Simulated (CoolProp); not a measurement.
Carbon monoxide along the isotherm 136.6 K: Z from the reference equation and from simpler models built on Tc = 132.9 K, pc = 3498 kPa, ω = 0.050; each cubic takes its own stable root.

Values from CoolProp's reference Helmholtz-energy equation of state, Lemmon 2006. It is a short technical equation, of lower accuracy than the large ones.

```tsv
p (kPa)	phase	reference
111	gas	0.9902
197	gas	0.9825
350	gas	0.9686
622	gas	0.9433
1110	gas	0.8954
1970	gas	0.8006
3500	supercritical	0.5577
6220	supercritical	0.3124
11100	supercritical	0.4832
19700	supercritical	0.7738
35000	supercritical	1.254
```

Question: How far does each simpler model (van der Waals, Redlich-Kwong, Soave-Redlich-Kwong, Peng-Robinson) lie from the reference over these 11 states: mean and median of the absolute difference, and the worst?

Answer: 
- van der Waals: mean 10.8 %, median 1.9 %, worst +28.4 % at 136.6 K and 35000 kPa
- Redlich-Kwong: mean 1.4 %, median 0.3 %, worst +8.9 % at 136.6 K and 6220 kPa
- Soave-Redlich-Kwong: mean 1.4 %, median 0.2 %, worst +9.3 % at 136.6 K and 6220 kPa
- Peng-Robinson: mean 3.6 %, median 1.5 %, worst -11.4 % at 136.6 K and 35000 kPa
